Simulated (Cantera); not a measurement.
An adiabatic, constant-pressure homogeneous reactor starts with 20.4 % H₂, 16.7 % O₂, 62.9 % N₂, equivalence ratio 0.61, at 1025 K and 590000 Pa.

Cantera simulation using the H2/O2 subset of GRI-Mech 3.0, which has no nitrogen chemistry; the numbers are that mechanism's predictions, not measurements. The hydrogen kinetics of GRI-Mech 3.0 are dated; newer H2 mechanisms differ, most at raised pressure.

Question: Predict: time of steepest temperature rise; temperature at 8.00 s; equilibrium temperature; x(H₂) at 8.00 s; x(O₂) at 8.00 s; x(H₂O) at 8.00 s; x(HO₂) at 8.00 s; x(H) at 8.00 s; x(O) at 8.00 s.

Answer: 
```
Quantity                                                               Value
---------------------------------  -----------------------------------------
time of steepest temperature rise                                    6.80 ms
temperature at 8.00 s                                                 2434 K
equilibrium temperature                                               2434 K
x(H₂) at 8.00 s                      0.00147 (gas-phase equilibrium 0.00147)
x(O₂) at 8.00 s                        0.0706 (gas-phase equilibrium 0.0706)
x(H₂O) at 8.00 s                         0.221 (gas-phase equilibrium 0.221)
x(HO₂) at 8.00 s                     1.22e-5 (gas-phase equilibrium 1.22e-5)
x(H) at 8.00 s                     0.000297 (gas-phase equilibrium 0.000297)
x(O) at 8.00 s                       0.00114 (gas-phase equilibrium 0.00114)
```
